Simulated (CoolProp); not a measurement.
Vapour-liquid equilibrium of R152A (1) + isobutene (2) at 336.6 K; x and y are mole fractions of (1).

Values from CoolProp's multi-fluid Helmholtz-energy mixture model, Outcalt 1996 and Lemmon 2005; pair parameters Bell 2016.

```
x      bubble pressure, mixture model (kPa)  bubble pressure, Raoult's law (kPa)  y, mixture model  y, Raoult's law
-----  ------------------------------------  -----------------------------------  ----------------  ---------------
0.05                                  950.5                                886.2             0.130            0.092
0.125                                  1082                                944.6             0.269            0.215
0.2                                    1191                                 1003             0.368            0.324
0.275                                  1282                                 1062             0.445            0.421
0.35                                   1359                                 1120             0.508            0.508
0.425                                  1424                                 1178             0.564            0.587
0.5                                    1480                                 1237             0.616            0.657
0.575                                  1527                                 1295             0.665            0.722
0.65                                   1567                                 1354             0.714            0.781
0.725                                  1598                                 1412             0.765            0.835
0.8                                    1621                                 1471             0.820            0.885
0.875                                  1634                                 1529             0.880            0.931
0.95                                   1634                                 1587             0.948            0.973
```

The largest gap from Raoult's law is +21.3 % in bubble pressure, at x = 0.35. y crosses x between x = 0.875 and 0.95: the model has an azeotrope there.

Pair parameters are fitted to limited data, so mixtures are less certain than the pure fluids.
